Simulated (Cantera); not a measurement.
A Cantera script and its output.

```python
import numpy as np
import cantera as ct

gas = ct.Solution("gri30.yaml")
gas.TPX = 500, 210000, {'C2H4': 1, 'O2': 3.12, 'N2': 11.8, 'CO2': 0.37}
flame = ct.FreeFlame(gas, width=0.024)
flame.set_refine_criteria(ratio=3, slope=0.08, curve=0.16)
flame.transport_model = "mixture-averaged"
flame.solve(loglevel=0, auto=True)
flame.transport_model = "multicomponent"
flame.soret_enabled = True
flame.solve(loglevel=0, refine_grid=True)
z, T = flame.grid, flame.T
thick = (T[-1] - T[0]) / np.gradient(T, z).max()
show = ['C2H4', 'O2', 'CO2', 'HCO', 'H2O', 'O']
print(f"laminar burning velocity  {flame.velocity[0] * 100:.3f} cm/s")
print(f"burnt temperature         {T[-1]:.1f} K")
print(f"thermal thickness         {thick * 1e3:.4f} mm")
print(f"grid points               {len(z)}")
z0 = z[flame.heat_release_rate.argmax()]
print(f"{'z/mm':>9s}{'T/K':>9s}{'u/(m/s)':>9s}" + "".join(f"{s:>11s}" for s in show))
rows = []
for k in (-3, -2, -1.5, -1, -0.5, -0.25, 0, 0.25, 0.5, 1, 2, 4, 8):
    zz = z0 + k * thick
    rows.append([k * thick, np.interp(zz, z, T), np.interp(zz, z, flame.velocity),
                 *(np.interp(zz, z, flame.X[gas.species_index(s)]) for s in show)])
    print(f"{rows[-1][0] * 1e3:9.3f}{rows[-1][1]:9.1f}{rows[-1][2]:9.3f}" + "".join(f"{x:11.3e}" for x in rows[-1][3:]))
```

Result:

```
laminar burning velocity  144.522 cm/s
burnt temperature         2421.0 K
thermal thickness         0.1338 mm
grid points               145
     z/mm      T/K  u/(m/s)       C2H4         O2        CO2        HCO        H2O          O
   -0.402    500.0    1.446  6.137e-02  1.915e-01  2.271e-02  2.970e-14  6.710e-06  1.620e-13
   -0.268    500.3    1.447  6.135e-02  1.914e-01  2.270e-02  1.502e-12  4.580e-05  8.239e-12
   -0.201    502.0    1.453  6.130e-02  1.912e-01  2.271e-02  3.556e-11  2.455e-04  1.933e-10
   -0.134    516.7    1.498  6.101e-02  1.899e-01  2.282e-02  1.432e-09  1.675e-03  6.891e-09
   -0.067    747.2    2.191  5.370e-02  1.714e-01  2.496e-02  1.341e-06  1.848e-02  3.181e-06
   -0.033   1165.3    3.472  3.378e-02  1.336e-01  3.045e-02  4.059e-05  4.659e-02  9.759e-05
    0.000   1596.0    4.838  9.991e-03  8.844e-02  4.075e-02  1.101e-04  7.711e-02  8.653e-04
    0.033   1829.5    5.582  9.783e-04  5.872e-02  5.359e-02  5.159e-05  9.428e-02  3.063e-03
    0.067   1910.1    5.817  3.686e-05  4.504e-02  6.593e-02  7.091e-06  9.971e-02  5.424e-03
    0.134   1983.3    5.997  2.743e-08  3.560e-02  8.276e-02  2.256e-07  1.005e-01  6.476e-03
    0.268   2073.2    6.221  1.101e-12  3.011e-02  9.556e-02  1.204e-07  1.016e-01  5.642e-03
    0.535   2172.6    6.476 -1.578e-16  2.613e-02  1.034e-01  6.276e-08  1.056e-01  4.058e-03
    1.071   2266.3    6.712 -8.891e-17  2.238e-02  1.107e-01  2.813e-08  1.100e-01  2.599e-03
```

Cantera simulation using GRI-Mech 3.0 (53 species, 325 reactions); the numbers are that mechanism's predictions, not measurements. GRI-Mech 3.0 was tuned for natural gas; its chemistry of ethylene as a main component is partial and can be far from experiment. Burning velocities carry a grid error of a few per cent, more on coarse grids.
